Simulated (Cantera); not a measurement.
Metals in furnace atmospheres: Pb + O2 + CO

Charge: 1 mol Pb, 0.0042 mol O2, a varied amount of CO, equilibrated at 1825 K and 0.100 bar.

Method: chemical equilibrium by Gibbs-energy minimisation in Cantera with the NASA 1993 tables (ideal gas, pure condensed phases). Candidate condensed phases: C, Pb, PbO, PbO2, Pb3O4; 15 gas species. Kinetics and transport are ignored.

```tsv
n(CO) (mol)	x CO	x Pb	x CO2	x Pb2	x PbO	x O
1	0.496	0.500	0.00416	0.000175	3.67e-5	3.43e-9
1.6	0.612	0.384	0.00321	0.000104	1.77e-5	2.14e-9
2.5	0.712	0.286	0.00239	5.73e-5	8.40e-6	1.37e-9
4	0.798	0.200	0.00168	2.81e-5	3.68e-6	8.57e-10
6.2	0.860	0.139	0.00117	1.35e-5	1.65e-6	5.53e-10
9.7	0.906	0.0934	0.000784	6.14e-6	7.08e-7	3.53e-10
15	0.937	0.0625	0.000525	2.74e-6	3.06e-7	2.29e-10
24	0.960	0.0400	0.000336	1.12e-6	1.23e-7	1.43e-10
37	0.973	0.0263	0.000221	4.87e-7	5.23e-8	9.27e-11
59	0.983	0.0167	0.000140	1.95e-7	2.08e-8	5.81e-11
```
x: gas mole fraction; nothing condenses.

From 1 mol CO to 59 mol CO nothing is condensed. The main Pb-bearing gas is Pb throughout.
